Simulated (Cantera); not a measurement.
Feed: 1 mol C3H6, 4.9 mol H2, at 78.0 bar.

Method: chemical equilibrium by Gibbs-energy minimisation in Cantera with the NASA 1993 tables (ideal gas, pure condensed phases). Candidate condensed phases: C, C6H6, C7H8, C8H18; 76 gas species. The ideal-gas law is rough above about 30 bar. The numbers say what is thermodynamically allowed, not how fast it happens.

**Question.** Which condensed phases are stable at each of these points (T (°C)): 302, 402, 502, 602, 702, 802, 902, 1002, 1102, 1202?

**Answer.** 
| T (°C) | condensed phases | C condensed (%) |
|---|---|---|
| 302 | gas only | 0.0 |
| 402 | gas only | 0.0 |
| 502 | gas only | 0.0 |
| 602 | gas only | 0.0 |
| 702 | gas only | 0.0 |
| 802 | C(graphite) | 2.2 |
| 902 | C(graphite) | 18.1 |
| 1002 | C(graphite) | 35.0 |
| 1102 | C(graphite) | 50.7 |
| 1202 | C(graphite) | 63.6 |

From 302 °C to 702 °C nothing is condensed. From 802 °C to 1202 °C the condensed part is C(graphite).
